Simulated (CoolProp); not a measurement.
Normal hydrogen at 293.15 K and 0.27 MPa flows at 3.6 m/s in a round tube of 100 mm bore and 0.25 µm roughness, fully developed (64/Re and Nu = 3.66 if laminar; Colebrook and Gnielinski if turbulent). Each further row changes one setting.

Model: reference Helmholtz-energy equation of state, Leachman 2009, in CoolProp.

```
case              Reynolds number  Darcy friction factor  pressure drop (Pa/m)  heat-transfer coefficient (W/(m² K))  mass flow (kg/h)
----------------  ---------------  ---------------------  --------------------  ------------------------------------  ----------------
as stated                    9120                 0.0317                 0.457                                  49.2              22.7
velocity 7.2 m/s            18200                 0.0265                  1.53                                  85.8              45.4
diameter 200 mm             18200                 0.0265                 0.191                                  42.9              90.8
```

Viscosity comes from a separate model (Muzny 2013). Thermal conductivity comes from a separate model (Assael 2011).
